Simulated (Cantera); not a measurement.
Input: 1 mol B2H6, 0.081 mol O2, 120 mol N2, at 1.73 Torr.

Cantera equilibrium calculation (NASA polynomials, part measured and part estimated; ideal gas, pure solids and liquids). Candidate condensed phases: B, BN, B2O3, B3O3H3, H2O; 39 gas species. The feed counts by its element totals alone. Kinetics and transport are ignored. All values below are at 1327 °C.

Base state: N2 0.975, H2 0.0241, HBO 0.000626, H 0.000176, BO 0.000104, B2O2 9.40e-5, B2O3 8.87e-5, HBO2 6.99e-5 (mole fractions); condensed: BN(s).

### Question
What changes in the equilibrium state with this change: N2 from 120 to 5.9 mol?

### Answer
```json
[
 {"species": "N2", "before": "0.975", "after": "0.618"},
 {"species": "H2", "before": "0.0241", "after": "0.368"},
 {"species": "HBO", "before": "0.000626", "after": "0.00756"},
 {"species": "H2O", "before": "2.63e-6", "after": "9.88e-5"},
 {"species": "HBO2", "before": "6.99e-5", "after": "0.00208"},
 {"species": "B2O3", "before": "8.87e-5", "after": "0.00208"},
 {"species": "B2O2", "before": "9.40e-5", "after": "0.000897"},
 {"species": "H", "before": "0.000176", "after": "0.000688"},
 {"species": "BN(s), mol", "before": "1.86", "after": "1.87"}
]
```
